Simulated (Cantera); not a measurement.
Charge: 1 mol TiCl4, 0.5 mol O2, held at 1098.15 K and 0.0350 bar.

Method: chemical equilibrium by Gibbs-energy minimisation in Cantera with the NASA 1993 tables (ideal gas, pure condensed phases). Candidate condensed phases: Ti, TiCl2, TiCl3, TiCl4, TiO, TiO2, Ti2O3, Ti3O5, Ti4O7; 15 gas species. Condensed phases not in the tables: TiOCl. Equilibrium is a limit: real reactors are often held back by kinetics, nucleation or transport.

Base state: Cl2 0.661, TiCl4 0.332, Cl 0.00644 (mole fractions); condensed: TiO2(rutile).

**Question.** What changes in the equilibrium state with this change: 0.43 mol H2O added?

**Answer.** 
```tsv
species	before	after
Cl2	0.661	0.462
HCl	0	0.400
TiCl4	0.332	0.133
H2O	0	2.82e-5
Cl	0.00644	0.00538
TiO2(rutile), mol	0.500	0.715
```
Further candidate phases: H2O.
